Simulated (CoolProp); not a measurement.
A Linde-Hampson liquefier for ethane: isothermal reversible compression at 320 K from 1 atm to 15 MPa, throttling to 1 atm, return gas leaving the recuperator 0 K below the feed. Each further row changes one setting.

Model: reference Helmholtz-energy equation of state, Bücker 2006, in CoolProp.

```json
[
 {"case": "as stated", "liquid yield per pass": "0.457", "compression work (kJ/kg of gas)": "353"},
 {"case": "high pressure 30 MPa", "liquid yield per pass": "0.467", "compression work (kJ/kg of gas)": "390"},
 {"case": "warm-end temperature 350 K", "liquid yield per pass": "0.359", "compression work (kJ/kg of gas)": "414"},
 {"case": "warm-end gap 5 K", "liquid yield per pass": "0.450", "compression work (kJ/kg of gas)": "353"}
]
```
